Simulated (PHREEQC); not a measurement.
Dissolve 0.018 mol HF and 0.0001 mol (NH4)2SiF6 per kg of water at 40 °C. Closed to the air; pH follows from the charge balance.

Computed with PHREEQC (ion-association model, phreeqc.dat).

Problem. The ionic strength comes out as 0.00330 mol/kgw. What activity coefficients do H+, NH4+, F-, SiF6-2, HF2- get?

Solution. H+ 0.94, NH4+ 0.94, F- 0.94, SiF6-2 0.78, HF2- 0.94.

No solid was allowed to form. Species that the database lacks are ignored. Away from 25 °C the constants follow the database's enthalpies or fits; those with neither stay at their 25 °C values. SiF6-2 is the database's only silicon fluoride.
